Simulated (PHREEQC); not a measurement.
A PHREEQC speciation (ion-association model, wateq4f.dat) at 14 °C gives pH 6.12 and these molalities:

```json
[
 {"species": "Cd+2", "mol/kgw": "0.0466"},
 {"species": "CdSO4", "mol/kgw": "0.0382"},
 {"species": "SO4-2", "mol/kgw": "0.0326"},
 {"species": "Cd(SO4)2-2", "mol/kgw": "0.0145"},
 {"species": "CdBr+", "mol/kgw": "0.000671"},
 {"species": "Ca+2", "mol/kgw": "0.000306"},
 {"species": "Br-", "mol/kgw": "0.000288"},
 {"species": "CaSO4", "mol/kgw": "0.000174"},
 {"species": "CdOH+", "mol/kgw": "9.41e-7"},
 {"species": "H+", "mol/kgw": "9.36e-7"},
 {"species": "HSO4-", "mol/kgw": "7.83e-7"},
 {"species": "Cd2OH+3", "mol/kgw": "7.71e-7"},
 {"species": "CdBr2", "mol/kgw": "5.34e-7"}
]
```

Q: What are the element totals, and what could have been dissolved in 1 kg of water to give them?

A: One answer among several that fit: totals Br 0.000960, Ca 0.000480, Cd 0.100, S(6) 0.100 mol/kgw, from 0.1 mol CdSO4 and 0.00048 mol CaBr2 per kg of water.

Precipitation was switched off in this run. Constants without temperature data keep their 25 °C values here.
